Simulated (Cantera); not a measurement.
What does this Cantera script print?

```python
import numpy as np
import cantera as ct

gas = ct.Solution("gri30.yaml")
gas.TPX = 575, 110000, {'CH4': 1, 'O2': 1.82, 'N2': 9}
inlet = ct.Reservoir(gas, clone=True)
gas.equilibrate("HP")  # start burning
reactor = ct.IdealGasConstPressureReactor(gas, energy="on", clone=False)
exhaust = ct.Reservoir(gas, clone=True)
tau = [0.042, 0.02, 0.0094, 0.0045, 0.0021, 0.001, 0.00048, 0.00023, 0.00011, 5.2e-05, 2.5e-05][0]
for a, b in ((inlet, reactor), (reactor, exhaust)):
    ct.MassFlowController(a, b, mdot=lambda t: reactor.mass / tau)
net = ct.ReactorNet([reactor])
show = ['CH4', 'O2', 'H', 'CH3', 'NO']

rows = []
print(f"{'tau/s':>10s}{'T/K':>9s}" + "".join(f"{s:>11s}" for s in show))
for tau in [0.042, 0.02, 0.0094, 0.0045, 0.0021, 0.001, 0.00048, 0.00023, 0.00011, 5.2e-05, 2.5e-05]:
    net.initial_time = 0.0
    net.advance(30 * tau)
    before = gas.X
    net.advance(40 * tau)
    drift = np.max(np.abs(gas.X - before) / (gas.X + 1e-9))
    rows.append([gas.T, *gas[show].X, drift])
    print(f"{tau:10.3e}{gas.T:9.1f}" + "".join(f"{x:11.3e}" for x in gas[show].X))
```

Output:

```
     tau/s      T/K        CH4         O2          H        CH3         NO
 4.200e-02   2108.5  1.116e-05  1.249e-03  1.316e-03  6.715e-06  3.644e-04
 2.000e-02   2092.5  1.697e-05  1.885e-03  1.761e-03  9.878e-06  3.526e-04
 9.400e-03   2070.7  2.673e-05  2.786e-03  2.393e-03  1.473e-05  3.233e-04
 4.500e-03   2043.2  4.302e-05  3.940e-03  3.235e-03  2.213e-05  2.796e-04
 2.100e-03   2008.4  7.336e-05  5.435e-03  4.371e-03  3.477e-05  2.250e-04
 1.000e-03   1968.8  1.297e-04  7.209e-03  5.698e-03  5.627e-05  1.711e-04
 4.800e-04   1924.7  2.432e-04  9.407e-03  7.041e-03  9.599e-05  1.237e-04
 2.300e-04   1874.7  5.057e-04  1.257e-02  7.949e-03  1.795e-04  8.394e-05
 1.100e-04   1802.3  1.402e-03  1.935e-02  7.057e-03  4.278e-04  4.577e-05
 5.200e-05    575.0  8.460e-02  1.540e-01  9.034e-28  3.706e-18  1.235e-18
 2.500e-05    575.0  8.460e-02  1.540e-01 -1.673e-29  1.480e-19 -2.469e-20
```

Cantera simulation using GRI-Mech 3.0 (53 species, 325 reactions); the numbers are that mechanism's predictions, not measurements.
